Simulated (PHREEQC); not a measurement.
**Hard or scaling water**

Make-up at 25 °C: 0.0006 mol/kgw CaSO4, 0.26 mol/kgw Na2SO4 and 0.00072 mol/kgw MgSO4. Closed to the air; pH follows from the charge balance.

All values are PHREEQC results (ion-association model, phreeqc.dat), not measurements.

```
Quantity                     Result
--------------------  -------------
ionic strength        0.623 mol/kgw
activity of water             0.988
specific conductance    30200 µS/cm
density                 1.029 g/cm³
```

| species | molality | activity | log γ |
|---|---|---|---|
| Na+ | 0.441 | 0.316 | -0.145 |
| SO4-2 | 0.181 | 0.0340 | -0.726 |
| NaSO4- | 0.0793 | 0.0539 | -0.168 |
| MgSO4 | 0.000480 | 0.000554 | 0.062 |
| CaSO4 | 0.000342 | 0.000394 | 0.062 |
| Ca+2 | 0.000258 | 6.51e-5 | -0.598 |
| Mg+2 | 0.000240 | 6.94e-5 | -0.539 |
| OH- | 3.03e-7 | 1.87e-7 | -0.211 |

This is a speciation only: nothing precipitates in the calculation. Complexes and solids missing from the database can't appear.
